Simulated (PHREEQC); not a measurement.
# Acid rinse or clean

Solution (25 °C): 0.0026 mol HBr and 0.002 mol NiCl2 per kg of water. Closed to the air; pH follows from the charge balance.

All values are PHREEQC results (ion-association model, wateq4f.dat), not measurements.

Precipitation was switched off in this run.

Question: What pH does the model give?

Answer: pH 2.62.

Complexes and solids missing from the database can't appear.
